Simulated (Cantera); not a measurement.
Charge: 1 mol SiH₂Cl₂, 5.8 mol NH₃, held at 13300 Pa.

Equilibrium computed with Cantera from the NASA thermochemical tables; the gas is ideal and each condensed phase is pure. Candidate condensed phases: NH₄Cl, Si, Si₃N₄; 28 gas species. Equilibrium is a limit: real reactors are often held back by kinetics, nucleation or transport.

Over these rows the condensed part is Si₃N₄(s). Partial pressures as log10 of bar:

| T (K) | 1000/T (1/K) | log p SiCl₂ | log p H₂ | log p N₂ | log p HCl |
|---|---|---|---|---|---|
| 1098 | 0.9107 | -6.97 | -1.05 | -1.64 | -1.69 |
| 1148 | 0.8711 | -6.42 | -1.05 | -1.64 | -1.69 |
| 1198 | 0.8347 | -5.92 | -1.05 | -1.64 | -1.69 |
| 1248 | 0.8013 | ? | -1.05 | -1.64 | -1.69 |
| 1298 | 0.7704 | -5.03 | -1.05 | -1.64 | -1.69 |
| 1348 | 0.7418 | -4.64 | -1.05 | -1.64 | -1.69 |

### Question
Fit log p(SiCl₂) = a + b·(1000/T) to the five rows, give the apparent enthalpy, and predict the row at 1248 K.

### Answer
Means: 1000/T = 0.8257, log p = -5.796. Sxy = -0.268584, Sxx = 0.0194645, so b = -13.80 and a = -5.796 − (-13.80)×0.8257 = 5.60.
Apparent enthalpy: −19.145 × (-13.80) = 264 kJ/mol. With the condensed phases at unit activity, 1/3 Si₃N₄(s) + 2 HCl(g) = SiCl₂(g) + H₂(g) + 2/3 N₂(g) links this pressure to the main gases: over the six rows their terms move log p by +0.00 in all, so the slope is close to that reaction's ΔH°. The five rows lie within 0.01 of the line.
Prediction at 1248 K: 5.60 + (-13.80)×0.8013 = -5.46. The computed value is -5.46, 0.00 from the line.
